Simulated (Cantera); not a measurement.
Charge: 1 mol MgSO4, 0.097 mol C, 13 mol O2, equilibrated at 1827 °C and 0.000690 bar.

These are equilibrium values from Cantera (NASA tables, ideal gas, pure condensed phases), not measurements of a reactor. Equilibrium is a limit: real reactors are often held back by kinetics, nucleation or transport.

| species | before | after |
|---|---|---|
| O2 | 0.875 | 0.924 |
| SO2 | 0.0660 | 0.0684 |
| CO2 | 0.00580 | 0.00669 |
| O | 0.0495 | 5.34e-7 |
| Mg | 0.00207 | <1e-9 |
| SO | 0.000946 | 1.17e-9 |
| CO | 0.000692 | 2.53e-9 |
| MgO | 0.000194 | <1e-9 |
| SO3 | 6.98e-6 | 0.000546 |
| MgO(s), mol | 0.966 | 1.00 |
Gas species are given as mole fractions.

### Question
What was changed between the two runs?
A. C from 0.097 to 0.24 mol
B. temperature from 1827 °C to 1850 °C
C. temperature from 1827 °C to 902 °C
D. pressure from 0.000690 bar to 0.0133 bar

### Answer
C, temperature from 1827 °C to 902 °C
